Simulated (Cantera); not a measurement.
# Silicon oxide and oxynitride deposition: SiH4 + CO2

Input: 1 mol SiH4, a varied amount of CO2, equilibrated at 1050 K and 0.100 bar.

These are equilibrium values from Cantera (NASA tables, ideal gas, pure condensed phases), not measurements of a reactor. Candidate condensed phases: C, C6H6, C7H8, C8H18, H2O, Si, SiC, SiO2; 123 gas species. Equilibrium is a limit: real reactors are often held back by kinetics, nucleation or transport.

At 1.7 mol CO2 the condensed part is C(graphite) + SiO2(β-quartz). From 3.7 mol CO2 to 16 mol CO2 the condensed part is SiO2(β-quartz).

| n(CO2) (mol) | log p CO2 | log p H2 | log p CO | log p H2O | log p CH4 | log p C2H4 | n C(graphite) | n SiO2(β-quartz) |
|---|---|---|---|---|---|---|---|---|
| 1.7 | -3.46 | -1.23 | -1.39 | -3.37 | -3.71 | -8.60 | 0.320 | 1.00 |
| 3.7 | -1.70 | -1.60 | -1.35 | -2.01 | -6.10 | -12.67 | 0 | 1.00 |
| 5.7 | -1.44 | -1.85 | -1.42 | -1.93 | -7.01 | <-13 | 0 | 1.00 |
| 7.7 | -1.33 | -2.04 | -1.49 | -1.94 | -7.65 | <-13 | 0 | 1.00 |
| 9.7 | -1.26 | -2.20 | -1.56 | -1.97 | -8.16 | <-13 | 0 | 1.00 |
| 12 | -1.21 | -2.35 | -1.62 | -2.01 | -8.63 | <-13 | 0 | 1.00 |
| 14 | -1.18 | -2.46 | -1.67 | -2.04 | -8.98 | <-13 | 0 | 1.00 |
| 16 | -1.16 | -2.56 | -1.71 | -2.08 | -9.29 | <-13 | 0 | 1.00 |
log p: log10 of the partial pressure in bar; n: condensed amount in mol.
